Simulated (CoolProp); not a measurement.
Saturation properties of c-C4F8 (RC318).

Computed with CoolProp (reference Helmholtz-energy equation of state, Platzer 1990). This equation is an older, rougher fit; its heat capacities, sound speeds and derivatives of the liquid may be far off and weren't checked against measurements.

```tsv
T (K)	p (MPa)	liquid density (kg/m³)	liquid viscosity (µPa s)
246.7	0.03985	1686	821
250.1	0.04713	1674	774
253.5	0.05544	1663	729
256.9	0.06487	1651	688
260.3	0.07554	1639	650
263.6	0.08717	1628	616
267	0.1006	1616	583
270.4	0.1156	1604	552
273.8	0.1322	1591	524
277.2	0.1507	1579	497
280.6	0.1711	1566	471
284	0.1936	1554	447
287.3	0.2176	1541	426
290.7	0.2445	1528	405
```

It boils at 267.2 K under 1 atm.

Viscosity comes from a separate model (Huber 2003), an estimate that may be off by 10 % or more.
